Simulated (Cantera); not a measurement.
Input: 1 mol SiH4, 4.6 mol HCl, 99 mol H2, held at 1198.15 K and 1.70 mbar.

Method: chemical equilibrium by Gibbs-energy minimisation in Cantera with the NASA 1993 tables (ideal gas, pure condensed phases). The tables' values for SiCl3 are old estimates; treat these amounts as uncertain. The numbers say what is thermodynamically allowed, not how fast it happens.

```
species       before     after
----------  --------  --------
H2             0.960     0.973
HCl           0.0363    0.0184
SiHCl3       4.00e-5   0.00362
SiH3Cl       9.46e-8   3.43e-5
SiH2Cl2      3.72e-6  0.000673
SiCl4        5.61e-5   0.00254
SiCl2        0.00323  0.000819
SiCl3       0.000143  0.000485
Si(s), mol     0.633     0.144
```
Gas species are given as mole fractions.

Task: Name the change that produced these shifts.
A) pressure from 1.70 mbar to 1.20 bar
B) SiH4 replaced by Si2Cl6
C) HCl from 4.6 to 0.38 mol
D) H2 from 99 to 25 mol

Result: A, pressure from 1.70 mbar to 1.20 bar
